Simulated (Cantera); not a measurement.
## Diamond growth

A diamond (100) surface in a fixed gas of H2 with x(CH4) = 0.0031, x(H) = 0.0082, at 1050 K, 21.8 Torr; coverages are run to steady state.

Cantera simulation using the Harris–Goodwin 1993 mechanism for the reconstructed diamond (100) surface; the numbers are that mechanism's predictions, not measurements.

| x(CH3) | growth (µm/h) | θ c6HH | θ c6H* | θ c6*H | θ c6** | θ c6HM |
|---|---|---|---|---|---|---|
| 1e-06 | 0.0169 | 0.553 | 0.0230 | 0.410 | 0.0136 | 4.81e-5 |
| 2.6e-06 | 0.0440 | 0.553 | 0.0230 | 0.410 | 0.0136 | 0.000125 |
| 6.6e-06 | 0.112 | 0.553 | 0.0230 | 0.410 | 0.0136 | 0.000317 |
| 1.7e-05 | 0.287 | 0.552 | 0.0229 | 0.410 | 0.0136 | 0.000816 |
| 4.4e-05 | 0.741 | 0.551 | 0.0229 | 0.409 | 0.0135 | 0.00211 |
| 0.00011 | 1.84 | 0.549 | 0.0228 | 0.407 | 0.0134 | 0.00524 |
| 0.00029 | 4.79 | 0.542 | 0.0225 | 0.402 | 0.0132 | 0.0136 |
| 0.00074 | 11.8 | 0.527 | 0.0218 | 0.390 | 0.0126 | 0.0336 |
| 0.0019 | 27.8 | 0.492 | 0.0203 | 0.362 | 0.0114 | 0.0791 |
θ: site fractions in the mechanism's names (c6HH fully hydrogenated, c6H* and c6*H radical sites, c6** diradical, c6HM methylated).
